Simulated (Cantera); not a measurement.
# Ignition delay

Mixture: CH₄ : C₂H₆ : O₂ : N₂ = 1 : 0.047 : 1.35 : 8.52 (molar parts), at 0.503 atm, adiabatic and at constant pressure. Ignition delay is the time to a rise of 400 K.

Model: GRI-Mech 3.0 (53 species, 325 reactions), integrated in Cantera.

| T0 (K) | delay (ms) |
|---|---|
| 1200 | 47.8 |
| 1300 | 13.3 |
| 1400 | 3.88 |
| 1500 | 1.26 |
| 1600 | 0.486 |
| 1700 | 0.229 |
| 1800 | 0.128 |
| 1900 | 0.0811 |
| 2000 | 0.0562 |

- apparent activation energy between 1800 and 2000 K: 120 kJ/mol
